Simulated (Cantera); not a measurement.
Input: 1 mol V, 0.62 mol O₂, 9.7 mol H₂, at 2600 °C and 1.40e-5 bar.

Method: chemical equilibrium by Gibbs-energy minimisation in Cantera with the NASA 1993 tables (ideal gas, pure condensed phases). Candidate condensed phases: H₂O, V, VO, V₂O₃, V₂O₄, V₂O₅; 12 gas species. Rates play no part.

Base state: H 0.898, O 0.0547, V 0.0437, VO 0.00267, H₂ 0.00102, OH 9.99e-5, VO₂ 3.32e-5 (mole fractions); condensed: gas only.

**Question.** What changes in the equilibrium state with this change: O₂ from 0.62 to 0.032 mol?

**Answer.** 
| species | before | after |
|---|---|---|
| H | 0.898 | 0.947 |
| V | 0.0437 | 0.0488 |
| O | 0.0547 | 0.00296 |
| VO₂ | 3.32e-5 | 1.09e-7 |
| OH | 9.99e-5 | 5.71e-6 |
